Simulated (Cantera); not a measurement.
Charge: 1 mol Nb2O5, a varied amount of H2, 0.83 mol H2O, equilibrated at 5.50 mbar.

These are equilibrium values from Cantera (NASA tables, ideal gas, pure condensed phases), not measurements of a reactor. Candidate condensed phases: H2O, Nb, NbO, NbO2, Nb2O5; 12 gas species. Mutual solubility and eutectic melting of coexisting phases are not modelled. Condensed phases not in the tables: the oxides between NbO2 and Nb2O5. Rates play no part.

**Question.** What condenses at these points (T in K, n(H2) in mol): (1275, 150); (1025, 16); (1025, 43); (1425, 43); (1275, 43); (1025, 69)?

**Answer.** 
```tsv
T (K)	n(H2) in mol	condensed phases	Nb condensed (%)
1275	150	NbO2	100.0
1025	16	Nb2O5	100.0
1025	43	Nb2O5	100.0
1425	43	NbO2	100.0
1275	43	NbO2 + Nb2O5	100.0
1025	69	Nb2O5	100.0
```
